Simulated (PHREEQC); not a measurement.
NH3 is added in steps, without added water, to 1 kg of water holding 0.056 mol/kgw CsBr and 0.021 mol/kgw KHCO3, at 25 °C. Oxygen is held at 0.21 atm. CO2 from the air is kept out. Nothing may precipitate in this run.

Base run: PHREEQC, ion-association model, wateq4f.dat. Each further column changes one thing. The table gives pH.

| NH3 added (mol) | base | metal-ligand complexes left out | Debye-Hückel limiting law | Davies equation for every ion | all activity coefficients set to 1 |
|---|---|---|---|---|---|
| 0 | 8.15 | 8.15 | 8.06 | 8.14 | 8.34 |
| 0.000195 | 8.29 | 8.29 | 8.19 | 8.28 | 8.51 |
| 0.000455 | 8.46 | 8.46 | 8.34 | 8.45 | 8.68 |
| 0.00065 | 8.55 | 8.55 | 8.44 | 8.54 | 8.78 |
| 0.000845 | 8.63 | 8.63 | 8.52 | 8.62 | 8.86 |
| 0.001105 | 8.72 | 8.72 | 8.60 | 8.71 | 8.95 |
| 0.0013 | 8.78 | 8.78 | 8.66 | 8.77 | 9.00 |
| 0.001495 | 8.82 | 8.82 | 8.71 | 8.81 | 9.04 |
| 0.001755 | 8.88 | 8.88 | 8.76 | 8.87 | 9.09 |
| 0.00195 | 8.91 | 8.91 | 8.80 | 8.90 | 9.13 |
| 0.002145 | 8.95 | 8.95 | 8.83 | 8.94 | 9.16 |
| 0.002405 | 8.98 | 8.98 | 8.87 | 8.98 | 9.19 |
| 0.0026 | 9.01 | 9.01 | 8.90 | 9.00 | 9.22 |
